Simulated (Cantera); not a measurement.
A freely propagating, adiabatic, planar premixed flame of H2 : O2 : N2 = 1 : 0.725 : 2.72 (molar parts), unburnt at 400 K and 101000 Pa; mixture-averaged transport, grid criteria slope 0.08 and curve 0.16, no radiation.

Computed with Cantera and the H2/O2 subset of GRI-Mech 3.0, which has no nitrogen chemistry. Burning velocities carry a grid error of a few per cent, more on coarse grids. Lean hydrogen flames are cellular in practice and burn faster than this planar one.

### Question
Predict: laminar burning velocity; thermal thickness; peak x(O); peak x(HO2); peak x(OH); peak x(H2O2).

### Answer
* **laminar burning velocity**: 213 cm/s
* **thermal thickness**: 0.364 mm
* **peak x(O)**: 0.00937
* **peak x(HO2)**: 0.000409
* **peak x(OH)**: 0.0113
* **peak x(H2O2)**: 6.53e-5
